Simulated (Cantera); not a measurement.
**Adiabatic ignition**

An adiabatic, constant-volume homogeneous reactor starts with CO : H2 : CH4 : O2 : N2 = 1 : 0.079 : 0.84 : 3.49 : 13.1 (molar parts), equivalence ratio 0.64, at 1100 K and 5.00 bar.

Model: GRI-Mech 3.0 (53 species, 325 reactions), integrated in Cantera.

```
t (s)     T (K)  P (bar)     x CO     x H2   x CH4    x O2    x CH3     x HO2
--------  -----  -------  -------  -------  ------  ------  -------  --------
2.00e-6    1100     5.00   0.0540  0.00427  0.0454   0.189  1.70e-9  6.77e-10
1.08e-5    1100     5.00   0.0540  0.00427  0.0454   0.189  1.20e-8   4.01e-9
5.86e-5    1100     5.00   0.0540  0.00427  0.0454   0.189  7.25e-8   2.36e-8
0.000317   1100     5.00   0.0540  0.00427  0.0454   0.189  5.85e-7   1.89e-7
0.00172    1101     5.00   0.0540  0.00425  0.0453   0.189  5.63e-6   2.07e-6
0.00931    1138     5.17   0.0538  0.00416  0.0426   0.186  2.58e-5   2.62e-5
0.0504     2642     11.8  0.00812  0.00121  <1e-12  0.0640   <1e-12   1.47e-5
0.273      2642     11.8  0.00812  0.00121  <1e-12  0.0640   <1e-12   1.47e-5
1.48       2642     11.8  0.00812  0.00121  <1e-12  0.0640   <1e-12   1.47e-5
8.00       2642     11.8  0.00812  0.00121  <1e-12  0.0640   <1e-12   1.47e-5
```
x: mole fraction; the columns are a selection and need not sum to one.

| Quantity | Result |
|---|---|
| time of steepest temperature rise | 10.2 ms |
| temperature at 8.00 s | 2642 K |
| equilibrium temperature | 2642 K |
| x(CO) at 8.00 s | 0.00812 (gas-phase equilibrium 0.00812) |
| x(H2) at 8.00 s | 0.00121 (gas-phase equilibrium 0.00121) |
| x(CH4) at 8.00 s | <1e-12 (gas-phase equilibrium <1e-12) |
